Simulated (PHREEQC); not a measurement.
Dissolve 0.015 mol/kgw HCl and 0.00027 mol/kgw FeCl3 at 25 °C. Closed to the air; pH follows from the charge balance.

All values are PHREEQC results (ion-association model, phreeqc.dat), not measurements.

```json
{
 "pH": "1.87",
 "ionic_strength": "0.0164 mol/kgw",
 "total_alkalinity": "-15.5 meq/kg"
}
```

```json
[
 {"species": "Cl-", "molality": "0.0158", "activity": "0.0138", "log γ": "-0.056"},
 {"species": "H+", "molality": "0.0150", "activity": "0.0135", "log γ": "-0.047"},
 {"species": "Fe+3", "molality": "0.000172", "activity": "6.44e-5", "log γ": "-0.426"},
 {"species": "FeOH+2", "molality": "5.06e-5", "activity": "3.08e-5", "log γ": "-0.216"},
 {"species": "FeCl+2", "molality": "4.43e-5", "activity": "2.70e-5", "log γ": "-0.216"},
 {"species": "FeCl2+", "molality": "1.89e-6", "activity": "1.67e-6", "log γ": "-0.054"},
 {"species": "Fe(OH)2+", "molality": "8.54e-7", "activity": "7.56e-7", "log γ": "-0.053"},
 {"species": "Fe2(OH)2+4", "molality": "1.96e-7", "activity": "2.56e-8", "log γ": "-0.886"},
 {"species": "FeCl3", "molality": "2.30e-9", "activity": "2.31e-9", "log γ": "0.002"}
]
```

This is a speciation only: nothing precipitates in the calculation. The solution is supersaturated, for example in Hematite (slow to form), Goethite (slow to form), so a real one may precipitate; this is no full list. Complexes and solids missing from the database can't appear.
